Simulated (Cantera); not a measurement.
Input: 1 mol Fe(CO)5, 13 mol H2, held at 1400 K and 1.00 bar.

These are equilibrium values from Cantera (NASA tables, ideal gas, pure condensed phases), not measurements of a reactor. Candidate condensed phases: C, C6H6, C7H8, C8H18, Fe, Fe(CO)5, FeO, Fe(OH)2, Fe(OH)3, Fe2O3, Fe3O4, H2O; 114 gas species. Equilibrium is a limit: real reactors are often held back by kinetics, nucleation or transport.

Base state: H2 0.720, CO 0.277, CH4 0.00140, H2O 0.00119, CO2 0.000211 (mole fractions); condensed: Fe(γ).

### Question
What changes in the equilibrium state with this change: Fe(CO)5 replaced by HgO?

### Answer
| species | before | after |
|---|---|---|
| H2 | 0.720 | 0.857 |
| Hg | 0 | 0.0714 |
| H2O | 0.00119 | 0.0714 |
| CO | 0.277 | 0 |
| CH4 | 0.00140 | 0 |
| CO2 | 0.000211 | 0 |
| Fe(γ), mol | 1.00 | 0 |
Further candidate phases: Hg, HgO.
